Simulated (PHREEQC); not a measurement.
Make-up at 25 °C: 14 mmol/kgw NH4HF2, 91 mmol/kgw (NH4)2SiF6, 14 mmol/kgw HBF4 and 0.46 mmol/kgw H2SO4. Closed to the air; pH follows from the charge balance.

Model: ion-association model, phreeqc.dat, run in PHREEQC.

Task: The ionic strength comes out as 0.293 mol/kgw. What activity coefficients do SiF6-2, H+, SO4-2, BF2(OH)2-, NH4+ get?

Result: SiF6-2 0.26, H+ 0.78, SO4-2 0.25, BF2(OH)2- 0.73, NH4+ 0.64.

No solid was allowed to form. SiF6-2 is the database's only silicon fluoride. Real BF4- forms and hydrolyses slowly; the run takes it at equilibrium.
